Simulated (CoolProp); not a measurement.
Carbonyl sulfide at several states: fugacity coefficient from the reference equation and from simpler models built on Tc = 105.6 °C, pc = 6.369 MPa, ω = 0.098; each cubic takes its own stable root.

Model: reference Helmholtz-energy equation of state, Lemmon 2006, in CoolProp. It is a short technical equation, of lower accuracy than the large ones.

| T (°C) | p (MPa) | phase | reference | van der Waals | Redlich-Kwong |
|---|---|---|---|---|---|
| -15.55 | 0.934 | liquid | 0.4021 | 0.8931 | 0.4397 |
| 231.35 | 1.19 | gas | 0.9753 | 0.9733 | 0.9735 |
| 83.45 | 1.54 | gas | 0.9036 | 0.9174 | 0.9034 |
| 134.75 | 2.12 | gas | 0.9128 | 0.9182 | 0.9104 |
| 41.45 | 0.393 | gas | 0.9637 | 0.9716 | 0.9646 |

At some of these states van der Waals gives the other phase, because its saturation line lies elsewhere.
